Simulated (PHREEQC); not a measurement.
A PHREEQC speciation (ion-association model, phreeqc.dat) at 25 °C gives pH 1.87 and these molalities:

| species | mol/kgw |
|---|---|
| Cl- | 0.413 |
| FeCl+2 | 0.110 |
| FeCl2+ | 0.0376 |
| Fe+3 | 0.0341 |
| H+ | 0.0180 |
| FeOH+2 | 0.00658 |
| Fe2(OH)2+4 | 0.00480 |
| FeCl3 | 0.000559 |
| Fe3(OH)4+5 | 0.000433 |
| Fe(OH)2+ | 4.56e-5 |

### Question
What are the element totals, and what could have been dissolved in 1 kg of water to give them?

### Answer
One answer among several that fit: totals Cl 0.600, Fe(3) 0.200 mol/kgw, from 0.2 mol/kgw FeCl3.

No solid was allowed to form. Examples of supersaturated solids here: Hematite (slow to form), Goethite (slow to form). Others may be too. Complexes and solids missing from the database can't appear.
